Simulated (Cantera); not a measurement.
A closed system holds: 1 mol TEOS, 0.15 mol O3, 20 mol H2, at 848.15 K and 0.00170 bar.

These are equilibrium values from Cantera (NASA tables, ideal gas, pure condensed phases), not measurements of a reactor. The feed counts by its element totals alone. Equilibrium is a limit: real reactors are often held back by kinetics, nucleation or transport.

| species | before | after |
|---|---|---|
| H2 | 0.924 | 0.871 |
| CO | 0.0744 | 0.129 |
| SiO | <1e-9 | 0.000182 |
| CH4 | 0.000927 | 4.86e-6 |
| H | <1e-9 | 0.000154 |
| CO2 | 0.000214 | 3.78e-8 |
| H2O | 0.000859 | 5.80e-7 |
| C(graphite), mol | 5.55 | 2.56 |
| SiO2(β-quartz), mol | 1.00 | 0 |
| SiC(s), mol | 0 | 0.994 |
Gas species are given as mole fractions.

Problem. Name the change that produced these shifts.
A) H2 from 20 to 0.18 mol
B) temperature from 848.15 K to 1750 K
C) H2 from 20 to 1.7 mol
D) temperature from 848.15 K to 1425 K

Solution. D, temperature from 848.15 K to 1425 K
